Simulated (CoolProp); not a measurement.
Sulfur hexafluoride at several states: Z from the reference equation and from simpler models built on Tc = 318.7 K, pc = 3.755 MPa, ω = 0.210; each cubic takes its own stable root.

Values from CoolProp's reference Helmholtz-energy equation of state, Guder 2009.

```tsv
T (K)	p (MPa)	phase	reference
241.2	0.0462	gas	0.9898
237.2	0.0207	gas	0.9952
470.9	8.09	supercritical	0.8584
382.9	0.0439	gas	0.9979
402.6	21.8	supercritical	0.8253
493	4.83	supercritical	0.9247
```

Question: How far does each simpler model (van der Waals, Peng-Robinson) lie from the reference over these 6 states: mean and median of the absolute difference, and the worst?

Answer: 
- van der Waals: mean 5.0 %, median 2.8 %, worst +13.9 % at 402.6 K and 21.8 MPa
- Peng-Robinson: mean 1.2 %, median 0.7 %, worst -4.3 % at 402.6 K and 21.8 MPa
